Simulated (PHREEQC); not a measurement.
A solution holds 0.0017 mol/kgw HF, 9.7e-05 mol/kgw NH4HF2, 0.0015 mol/kgw H2SiF6 and 7.1e-05 mol/kgw H3PO4, at 20 °C. Closed to the air; pH follows from the charge balance.

Computed with PHREEQC (ion-association model, phreeqc.dat).

```tsv
quantity	before	after
pH	2.52	2.58
ionic strength (mol/kgw)	0.00465	0.00400
HF (mol/kgw)	0.00230	0.00187
F- (mol/kgw)	0.000599	0.000561
H4SiO4 (mol/kgw)	0.000169	0.000374
H2PO4- (mol/kgw)	5.11e-5	5.31e-5
SI of Chalcedony (SiO2)	-0.16	+0.18
```

Task: What was changed between the two runs?
A. diluted 2-fold with water
B. diluted 100-fold with water
C. HF left out
D. 0.00011 mol/kgw Na2B4O7 added
E. NH4HF2 from 9.7e-05 to 9.7e-06 mol/kgw

Result: C, HF left out

This is a speciation only: nothing precipitates in the calculation. Some of these states are supersaturated (in Quartz (slow to form), Chalcedony (slow to form), for instance). SiF6-2 is the database's only silicon fluoride.
